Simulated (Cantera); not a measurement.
Input (Python, Cantera) and output of one run.

```python
import numpy as np
import cantera as ct

gas_names = """
    N N2 Pb Pb2
""".split()
cond_names = """
    Pb(cr) Pb(L)
""".split()


def load(file, names, dense=False):
    # The tables refer to 1 bar. Condensed volumes are neglected.
    table = {s.name: s for s in ct.Species.list_from_file(file)}
    out = []
    for n in names:
        d = dict(table[n].input_data)
        d["thermo"] = dict(d["thermo"], **{"reference-pressure": 1e5})
        if dense:
            d["equation-of-state"] = {"model": "constant-volume", "density": "1e6 g/cm^3"}
        out.append(ct.Species.from_dict(d))
    return out


gas = ct.Solution(thermo="ideal-gas", species=load("nasa_gas.yaml", gas_names))
cond = {s.name: ct.Solution(thermo="fixed-stoichiometry", species=[s], name=s.name)
        for s in load("nasa_condensed.yaml", cond_names, dense=True)}
atoms = {
    'Pb': {'Pb': 1},
    'N2': {'N': 2},
}
top_T = {}  # K; cautious upper limits of use, not melting points


def equilibrate(T, P, feed):
    n = {}
    for name, mol in feed.items():
        for a, k in atoms[name].items():
            n[a] = n.get(a, 0.0) + k * mol
    gas.TPX = T, P, n
    mass = sum(n.values()) * gas.mean_molecular_weight
    gas.equilibrate("TP")
    valid = [c for c in cond.values() if c.min_temp <= T <= top_T.get(c.name, c.max_temp)]
    mix = ct.Mixture([(gas, mass / gas.mean_molecular_weight)] + [(c, 0.0) for c in valid])
    mix.T, mix.P = T, P
    mix.equilibrate("TP", solver="vcs", rtol=1e-11, max_steps=5000)
    return mix


results = []
feed = {'Pb': 1, 'N2': 4.7}  # mol
T = 1200  # K
for P in [10, 68, 460, 3200, 22000, 150000, 1000000]:
    mix = equilibrate(T, P, feed)
    results.append((T, P, feed, dict(zip(mix.species_names, mix.species_moles))))

top = {s: max(r[3][s] / sum(r[3][g] for g in gas_names) for r in results) for s in gas_names}
cols = sorted((s for s in top if top[s] > 0.0001), key=lambda s: -top[s])[:7]
seen = [c for c in cond_names if any(r[3].get(c, 0) > 1e-12 for r in results)]
print("log10 of partial pressures in bar; condensed amounts in mol")
print(f"{'P/Pa':>10s}" + "".join(f"{s[:9]:>10s}" for s in cols + seen))
for T, P, feed, n in results:
    ng = sum(n[g] for g in gas_names)
    print(f"{P:10.4g}" + "".join(f"{np.log10(max(n[s] / ng * P / 1e5, 1e-99)):10.3f}" for s in cols)
          + "".join(f"{n.get(c, 0):10.4g}" for c in seen))
```

Output:

```
log10 of partial pressures in bar; condensed amounts in mol
      P/Pa        N2        Pb     Pb(L)
        10    -4.084    -4.756         0
        68    -3.251    -3.923         0
       460    -2.403    -3.192     0.236
      3200    -1.504    -3.192    0.9036
   2.2e+04    -0.659    -3.192    0.9862
   1.5e+05     0.176    -3.192     0.998
     1e+06     1.000    -3.192    0.9997
```

These are equilibrium values from Cantera (NASA tables, ideal gas, pure condensed phases), not measurements of a reactor.
